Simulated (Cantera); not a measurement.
Feed: 1 mol CuO, 3.7 mol C, 0.36 mol H₂, at 1750 K.

Cantera equilibrium calculation (NASA polynomials, part measured and part estimated; ideal gas, pure solids and liquids). Candidate condensed phases: C, C₆H₆, C₇H₈, C₈H₁₈, Cu, CuO, Cu(OH)₂, Cu₂O, H₂O; 113 gas species. The numbers say what is thermodynamically allowed, not how fast it happens.

x: gas mole fraction; n: condensed amount in mol.

```tsv
P (Pa)	x CO	x Cu	x H₂	x H	x H₂O	x CH₄	x CO₂	n C(graphite)	n Cu(l)
10	0.422	0.422	0.147	0.00893	2.29e-9	1.98e-9	1.81e-9	2.70	0
36	0.423	0.422	0.150	___	___	___	___	2.70	0
130	0.565	0.230	0.202	0.00290	5.46e-8	4.84e-8	4.22e-8	2.70	0.592
460	0.687	0.0649	0.246	0.00170	2.87e-7	2.55e-7	2.21e-7	2.70	0.905
1700	0.722	0.0176	0.259	0.000909	1.17e-6	1.04e-6	9.01e-7	2.70	0.976
6000	0.731	0.00498	0.263	0.000487	4.25e-6	3.79e-6	3.26e-6	2.70	0.993
22000	0.734	0.00136	0.264	0.000255	1.57e-5	1.40e-5	1.21e-5	2.70	0.998
77000	0.735	___	0.264	___	___	___	___	2.70	0.999
280000	0.735	0.000107	0.264	7.14e-5	0.000200	0.000178	0.000154	2.70	1.000
1000000	0.735	2.99e-5	0.263	3.77e-5	0.000712	0.000632	0.000549	2.70	1.000
```

Question: Fill in the missing entries.

Answer: 
- 36, x H: 0.00474
- 36, x H₂O: 8.39e-9
- 36, x CH₄: 7.38e-9
- 36, x CO₂: 6.54e-9
- 77000, x Cu: 0.000388
- 77000, x H: 0.000136
- 77000, x H₂O: 5.51e-5
- 77000, x CH₄: 4.91e-5
- 77000, x CO₂: 4.23e-5
